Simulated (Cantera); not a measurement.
Premixed flame

A freely propagating, adiabatic, planar premixed flame of 35.3 % H2, 13.6 % O2, 51.1 % N2, equivalence ratio 1.3, unburnt at 325 K and 5.00 bar; multicomponent transport, grid criteria slope 0.08 and curve 0.16, no radiation.

Cantera simulation using the H2/O2 subset of GRI-Mech 3.0, which has no nitrogen chemistry; the numbers are that mechanism's predictions, not measurements. The hydrogen kinetics of GRI-Mech 3.0 are dated; newer H2 mechanisms differ, most at raised pressure. Burning velocities carry a grid error of a few per cent, more on coarse grids.

```json
[
 {"z (mm)": "-0.134", "T (K)": "325", "u (m/s)": "3.08", "x H2": "0.353", "x O2": "0.136", "x HO2": "<1e-8", "x H2O": "<1e-8", "x O": "<1e-8", "x H2O2": "<1e-8"},
 {"z (mm)": "-0.0891", "T (K)": "325", "u (m/s)": "3.08", "x H2": "0.353", "x O2": "0.136", "x HO2": "<1e-8", "x H2O": "2.04e-8", "x O": "<1e-8", "x H2O2": "<1e-8"},
 {"z (mm)": "-0.0669", "T (K)": "325", "u (m/s)": "3.08", "x H2": "0.353", "x O2": "0.136", "x HO2": "1.69e-8", "x H2O": "3.00e-7", "x O": "<1e-8", "x H2O2": "<1e-8"},
 {"z (mm)": "-0.0446", "T (K)": "326", "u (m/s)": "3.08", "x H2": "0.351", "x O2": "0.136", "x HO2": "6.00e-7", "x H2O": "9.12e-6", "x O": "2.95e-8", "x H2O2": "9.78e-8"},
 {"z (mm)": "-0.0223", "T (K)": "378", "u (m/s)": "3.50", "x H2": "0.335", "x O2": "0.139", "x HO2": "0.000182", "x H2O": "0.00189", "x O": "2.79e-6", "x H2O2": "2.76e-5"},
 {"z (mm)": "-0.0111", "T (K)": "702", "u (m/s)": "6.24", "x H2": "0.291", "x O2": "0.132", "x HO2": "0.00117", "x H2O": "0.0292", "x O": "0.000145", "x H2O2": "0.000174"},
 {"z (mm)": "0", "T (K)": "1190", "u (m/s)": "10.2", "x H2": "0.221", "x O2": "0.103", "x HO2": "0.000481", "x H2O": "0.100", "x O": "0.00146", "x H2O2": "7.75e-5"},
 {"z (mm)": "0.0111", "T (K)": "1540", "u (m/s)": "13.1", "x H2": "0.153", "x O2": "0.0603", "x HO2": "0.000225", "x H2O": "0.182", "x O": "0.00368", "x H2O2": "8.24e-6"},
 {"z (mm)": "0.0223", "T (K)": "1744", "u (m/s)": "14.7", "x H2": "0.111", "x O2": "0.0296", "x HO2": "0.000101", "x H2O": "0.238", "x O": "0.00432", "x H2O2": "3.48e-6"},
 {"z (mm)": "0.0446", "T (K)": "1934", "u (m/s)": "16.2", "x H2": "0.0878", "x O2": "0.00915", "x HO2": "2.82e-5", "x H2O": "0.276", "x O": "0.00361", "x H2O2": "1.84e-6"},
 {"z (mm)": "0.0891", "T (K)": "2088", "u (m/s)": "17.4", "x H2": "0.0851", "x O2": "0.00368", "x HO2": "1.07e-5", "x H2O": "0.290", "x O": "0.00226", "x H2O2": "9.73e-7"},
 {"z (mm)": "0.178", "T (K)": "2208", "u (m/s)": "18.2", "x H2": "0.0857", "x O2": "0.00180", "x HO2": "4.90e-6", "x H2O": "0.300", "x O": "0.00111", "x H2O2": "5.46e-7"},
 {"z (mm)": "0.357", "T (K)": "2289", "u (m/s)": "18.8", "x H2": "0.0861", "x O2": "0.000759", "x HO2": "1.93e-6", "x H2O": "0.307", "x O": "0.000454", "x H2O2": "2.99e-7"}
]
```
x: mole fraction of selected species; z is measured from the peak of heat release.

```yaml
laminar_burning_velocity: 308 cm/s
thermal_thickness: 0.0446 mm
peak x(HO2): 0.00123
peak x(O): 0.00433
peak x(H2O2): 0.000176
grid_points: 114
```
